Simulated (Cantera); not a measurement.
# Adiabatic ignition

An adiabatic, constant-pressure homogeneous reactor starts with CO : H₂ : CH₄ : O₂ : N₂ : H₂O = 1 : 0.049 : 0.091 : 0.12 : 1.26 : 0.57 (molar parts), equivalence ratio 5.9, at 1750 K and 1.97 atm.

Computed with Cantera and GRI-Mech 3.0 (53 species, 325 reactions).

```
t (s)     T (K)   x CO    x H₂     x CH₄    x C₂H₆     x HCO       x H
--------  -----  -----  ------  --------  --------  --------  --------
1.00e-6    1750  0.324  0.0159    0.0294  1.28e-10  4.64e-10   9.73e-7
2.15e-6    1750  0.324  0.0159    0.0294   2.10e-9  6.66e-10   1.47e-6
4.64e-6    1750  0.324  0.0159    0.0294   3.20e-8   1.00e-9   2.28e-6
1.00e-5    1750  0.324  0.0159    0.0294   4.58e-7   2.10e-9   4.34e-6
2.15e-5    1750  0.323  0.0160    0.0292   7.18e-6   1.00e-8   1.12e-5
4.64e-5    1753  0.323  0.0165    0.0281  0.000117   1.51e-7   4.04e-5
0.000100   1792  0.319  0.0239    0.0205  0.000440   1.82e-6  0.000194
0.000215   2106  0.274  0.0901  0.000395   9.64e-8   4.96e-7   0.00188
0.000464   2119  0.267   0.101  0.000308   1.31e-8   1.39e-7  0.000797
0.00100    2119  0.267   0.102  0.000226   6.12e-9   1.22e-7  0.000739
0.00215    2118  0.268   0.103   9.41e-5   1.05e-9   1.15e-7  0.000739
0.00464    2117  0.268   0.103   9.19e-6  1.08e-11   1.15e-7  0.000768
0.0100     2116  0.268   0.104   3.24e-8    <1e-12   1.17e-7  0.000789
0.0215     2116  0.268   0.104  1.71e-10    <1e-12   1.17e-7  0.000789
0.0464     2116  0.268   0.104  1.70e-10    <1e-12   1.17e-7  0.000790
0.100      2116  0.268   0.104  1.70e-10    <1e-12   1.17e-7  0.000790
```
x: mole fraction; the columns are a selection and need not sum to one.

```json
{
 "time_of_steepest_temperature_rise": "0.153 ms",
 "temperature at 0.100 s": "2116 K",
 "equilibrium_temperature": "2116 K",
 "x(CO) at 0.100 s": "0.268 (gas-phase equilibrium 0.268)",
 "x(H₂) at 0.100 s": "0.104 (gas-phase equilibrium 0.104)",
 "x(CH₄) at 0.100 s": "1.70e-10 (gas-phase equilibrium 1.88e-10)"
}
```
